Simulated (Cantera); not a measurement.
## Dilute partial oxidation

An isothermal, constant-pressure homogeneous reactor starts with 1.26 % CH₃OH, 1.75 % O₂, 97.0 % N₂, equivalence ratio 1.1, at 1025 K and 825 Torr.

Computed with Cantera and GRI-Mech 3.0 (53 species, 325 reactions). GRI-Mech 3.0 was tuned for natural gas; its chemistry of methanol as a main component is partial and can be far from experiment. The temperature is held fixed by assumption; the heat of reaction is taken as removed at once.

| t (s) | x CH₃OH | x O₂ | x C₂H₂ | x OH | x C₂H₆ | x CH₂CO |
|---|---|---|---|---|---|---|
| 3.00e-5 | 0.0126 | 0.0175 | <1e-12 | 1.32e-12 | <1e-12 | <1e-12 |
| 6.68e-5 | 0.0126 | 0.0175 | <1e-12 | 1.32e-12 | <1e-12 | <1e-12 |
| 0.000149 | 0.0126 | 0.0175 | <1e-12 | 1.32e-12 | <1e-12 | <1e-12 |
| 0.000332 | 0.0126 | 0.0175 | <1e-12 | 1.33e-12 | <1e-12 | <1e-12 |
| 0.000739 | 0.0126 | 0.0175 | <1e-12 | 1.34e-12 | <1e-12 | <1e-12 |
| 0.00165 | 0.0126 | 0.0175 | <1e-12 | 1.34e-12 | <1e-12 | <1e-12 |
| 0.00367 | 0.0126 | 0.0175 | <1e-12 | 1.35e-12 | <1e-12 | <1e-12 |
| 0.00818 | 0.0126 | 0.0175 | <1e-12 | 1.36e-12 | <1e-12 | <1e-12 |
| 0.0182 | 0.0126 | 0.0175 | <1e-12 | 1.43e-12 | <1e-12 | <1e-12 |
| 0.0406 | 0.0126 | 0.0175 | <1e-12 | 1.84e-12 | <1e-12 | <1e-12 |
| 0.0904 | 0.0126 | 0.0175 | <1e-12 | 3.97e-12 | 1.75e-12 | <1e-12 |
| 0.201 | 0.0126 | 0.0175 | <1e-12 | 1.63e-11 | 3.60e-12 | <1e-12 |
| 0.449 | 0.0126 | 0.0174 | <1e-12 | 4.35e-10 | 6.31e-12 | <1e-12 |
| 1.00 | <1e-12 | 2.05e-7 | <1e-12 | 1.89e-7 | <1e-12 | <1e-12 |
x: mole fraction; the columns are a selection and need not sum to one.

Equilibrium at this temperature and pressure: CH₃OH <1e-12, O₂ <1e-12, C₂H₂ <1e-12, OH 5.63e-12, C₂H₆ <1e-12, CH₂CO <1e-12 (gas phase only).
